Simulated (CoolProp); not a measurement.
Properties of hexamethyldisiloxane (MM) at several states (Tc = 518.7 K, pc = 1.931 MPa, ω = 0.418).

Model: reference Helmholtz-energy equation of state, Thol 2016, in CoolProp.

| T (K) | p (MPa) | phase | density (kg/m³) | cp (kJ/(kg K)) | isothermal compressibility (1/MPa) | fugacity coefficient |
|---|---|---|---|---|---|---|
| 530.5 | 8.97 | supercritical | 521.2 | 2.457 | 0.01674 | 0.2703 |
| 330 | 1.29 | liquid | 727.8 | 1.982 | 0.002776 | 0.01947 |
| 409.5 | 0.399 | liquid | 629.5 | 2.233 | 0.007761 | 0.5818 |
| 278.7 | 0.0768 | liquid | 779.9 | 1.851 | 0.001778 | 0.02491 |
| 287.1 | 0.207 | liquid | 771.4 | 1.871 | 0.001910 | 0.01516 |
| 602.8 | 0.402 | gas | 13.62 | 2.253 | 2.603 | 0.9575 |
